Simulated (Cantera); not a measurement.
A Cantera script and its output.

```python
import numpy as np
import cantera as ct

surf = ct.Interface("ptcombust.yaml", "Pt_surf")
gas = surf.adjacent["gas"]
gas.TPX = 825, 500000, {'CH4': 0.0044, 'O2': 0.014, 'N2': 0.79}
surf.TP = 825, 500000
reactor = ct.FlowReactor(gas, clone=False)
reactor.area = 0.0001  # m2
reactor.surface_area_to_volume_ratio = 3900  # 1/m
reactor.mass_flow_rate = 2.5 * reactor.area * gas.density  # inlet velocity 2.5 m/s
reactor.energy_enabled = False
wall = ct.ReactorSurface(surf, reactor, clone=False)
net = ct.ReactorNet([reactor])
net.rtol, net.atol = 1e-8, 1e-16
show, cover = ['CH4', 'O2', 'H2O', 'CO2', 'CO'], ['PT(S)', 'H(S)', 'O(S)', 'OH(S)', 'CO(S)', 'C(S)']

rows = []
print(f"{'z/m':>9s}{'u/(m/s)':>9s}" + "".join(f"{s:>13s}" for s in show + cover))
for z in [0.00027, 0.00058, 0.0012, 0.0027, 0.0058, 0.012, 0.027]:
    net.advance(z)
    rows.append([reactor.speed, *gas[show].X, *surf[cover].coverages])
    print(f"{z:9.4g}{rows[-1][0]:9.3g}" + "".join(f"{x:13.4e}" for x in rows[-1][1:]))
```

It prints:

```
      z/m  u/(m/s)          CH4           O2          H2O          CO2           CO        PT(S)         H(S)         O(S)        OH(S)        CO(S)         C(S)
  0.00027      2.5   5.4355e-03   1.7304e-02   1.4641e-05   7.0155e-06   3.0491e-07   5.4079e-02   1.4617e-09   9.4567e-01   2.2649e-04   2.1219e-05   4.6760e-08
  0.00058      2.5   5.4271e-03   1.7287e-02   3.1431e-05   1.5182e-05   5.3327e-07   5.4087e-02   1.8927e-09   9.4559e-01   2.9844e-04   2.1469e-05   4.6708e-08
   0.0012      2.5   5.4104e-03   1.7254e-02   6.4954e-05   3.1708e-05   7.6816e-07   5.4107e-02   2.5354e-09   9.4547e-01   4.0559e-04   2.1706e-05   4.6609e-08
   0.0027      2.5   5.3700e-03   1.7173e-02   1.4576e-04   7.1974e-05   9.0322e-07   5.4163e-02   3.6365e-09   9.4523e-01   5.8870e-04   2.1769e-05   4.6382e-08
   0.0058      2.5   5.2871e-03   1.7007e-02   3.1150e-04   1.5484e-04   9.0720e-07   5.4298e-02   5.2136e-09   9.4483e-01   8.4926e-04   2.1586e-05   4.5948e-08
    0.012      2.5   5.1237e-03   1.6680e-02   6.3835e-04   3.1829e-04   8.8144e-07   5.4605e-02   7.4332e-09   9.4416e-01   1.2108e-03   2.1207e-05   4.5142e-08
    0.027      2.5   4.7402e-03   1.5914e-02   1.4051e-03   7.0169e-04   8.2036e-07   5.5420e-02   1.1189e-08   9.4276e-01   1.8021e-03   2.0330e-05   4.3276e-08
```

Computed with Cantera and Deutschmann's 1995 Pt surface mechanism with GRI-Mech 3.0 gas chemistry. Catalytic surfaces can have several steady states; this one follows from the mechanism file's or the stated starting coverage. Mass transfer to the wall is taken as infinitely fast.
